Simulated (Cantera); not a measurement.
An adiabatic, constant-pressure homogeneous reactor starts with CH4 : O2 : N2 = 1 : 1.05 : 3.96 (molar parts), at 1348 K and 4.44 atm.

Model: GRI-Mech 3.0 (53 species, 325 reactions), integrated in Cantera.

**Question.** Predict: time of steepest temperature rise; temperature at 0.200 s; equilibrium temperature; x(O2) at 0.200 s; x(CO) at 0.200 s; x(O) at 0.200 s.

**Answer.** 
* **time of steepest temperature rise**: 2.62 ms
* **temperature at 0.200 s**: 2462 K
* **equilibrium temperature**: 2462 K
* **x(O2) at 0.200 s**: 4.82e-6 (gas-phase equilibrium 4.82e-6)
* **x(CO) at 0.200 s**: 0.124 (gas-phase equilibrium 0.124)
* **x(O) at 0.200 s**: 1.25e-5 (gas-phase equilibrium 1.25e-5)
